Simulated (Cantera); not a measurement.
A Cantera script and what it prints.

```python
import numpy as np
import cantera as ct

gas_names = """
    CL CLF CLF3 CL2 F F2 H HCL HF H2 H2F2 H3F3 H4F4 H5F5 H6F6 H7F7 K KCL KF KH K2 K2CL2 K2F2
""".split()
cond_names = """
    K(cr) K(L) KCL(s) KCL(L) KF(s) KF(L) KHF2(a) KHF2(b) KHF2(L)
""".split()


# ... load() reads the species with a 1 bar reference pressure and builds the phases ...
atoms = {
    'KCl': {'K': 1, 'CL': 1},
    'HF': {'H': 1, 'F': 1},
    'H2': {'H': 2},
}
top_T = {}  # K; cautious upper limits of use, not melting points


# ... equilibrate(T, P, feed) seeds the gas with the atoms and calls Mixture.equilibrate('TP', solver="vcs", rtol=1e-11, max_steps=5000) ...
results = []
feed = {'KCl': 1, 'HF': 0.15, 'H2': 0.31}  # mol
T = 1250  # K
P = 18  # Pa
mix = equilibrate(T, P, feed)
results.append((T, P, feed, dict(zip(mix.species_names, mix.species_moles))))
x = sorted(zip(gas.X, gas.species_names), reverse=True)
print(f"T = {T:g} K  P = {P:g} Pa  gas = {mix.phase_moles(0):.4g} mol")
print("   x: " + "  ".join(f"{s} {v:.3e}" for v, s in x if v > 1e-06))
print("   condensed (mol): " + ("  ".join(f"{mix.phase(i).name} {mix.phase_moles(i):.4g}"
      for i in range(1, mix.n_phases) if mix.phase_moles(i) > 1e-12) or "none"))
```

Result:

```
T = 1250 K  P = 18 Pa  gas = 1.456 mol
   x: KCL 6.707e-01  H2 2.127e-01  HF 9.360e-02  HCL 9.952e-03  KF 9.433e-03  K2CL2 3.124e-03  K 5.170e-04  H 1.662e-05  K2F2 1.811e-06
   condensed (mol): none
```

These are equilibrium values from Cantera (NASA tables, ideal gas, pure condensed phases), not measurements of a reactor.
